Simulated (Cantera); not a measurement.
Charge: 1 mol SiCl4, 0.91 mol C2H2, 9.3 mol H2, equilibrated at 248 Torr.

These are equilibrium values from Cantera (NASA tables, ideal gas, pure condensed phases), not measurements of a reactor. Candidate condensed phases: C, C6H6, C7H8, C8H18, Si, SiC; 109 gas species. The tables' values for SiCl3, SiCl are old estimates; treat these amounts as uncertain. Gases not in the tables: Si2H6 and higher silanes. Kinetics and transport are ignored.

x: gas mole fraction; n: condensed amount in mol.

| T (K) | x H2 | x HCl | x SiCl2 | x H | x Cl | n C(graphite) | n SiC(s) |
|---|---|---|---|---|---|---|---|
| 1500 | 0.687 | 0.305 | 0.00316 | 2.54e-5 | (withheld) | 0.916 | 0.899 |
| 1575 | 0.684 | 0.308 | 0.00454 | 5.98e-5 | (withheld) | 0.912 | 0.905 |
| 1650 | 0.683 | 0.308 | 0.00614 | 0.000131 | (withheld) | 0.920 | 0.897 |
| 1725 | 0.683 | 0.306 | 0.00798 | 0.000267 | (withheld) | 0.935 | 0.882 |
| 1800 | 0.684 | 0.303 | 0.0100 | 0.000516 | (withheld) | 0.954 | 0.861 |
| 1875 | 0.686 | 0.299 | 0.0122 | 0.000945 | (withheld) | 0.977 | 0.837 |
| 1950 | 0.687 | 0.295 | 0.0146 | 0.00165 | (withheld) | 1.000 | 0.810 |
| 2025 | 0.688 | 0.290 | 0.0170 | 0.00278 | (withheld) | 1.02 | 0.781 |
| 2100 | 0.689 | 0.284 | 0.0196 | 0.00450 | (withheld) | 1.04 | 0.750 |
| 2175 | 0.688 | 0.278 | 0.0221 | 0.00705 | (withheld) | 1.06 | 0.718 |
| 2250 | 0.687 | 0.271 | 0.0245 | 0.0107 | (withheld) | 1.08 | 0.683 |
| 2325 | 0.684 | 0.264 | 0.0268 | 0.0158 | (withheld) | 1.09 | 0.643 |

Task: What belongs in the gaps?

Result: 
- 1500, x Cl: 9.08e-6
- 1575, x Cl: 2.14e-5
- 1650, x Cl: 4.63e-5
- 1725, x Cl: 9.28e-5
- 1800, x Cl: 0.000175
- 1875, x Cl: 0.000312
- 1950, x Cl: 0.000532
- 2025, x Cl: 0.000869
- 2100, x Cl: 0.00137
- 2175, x Cl: 0.00208
- 2250, x Cl: 0.00306
- 2325, x Cl: 0.00439
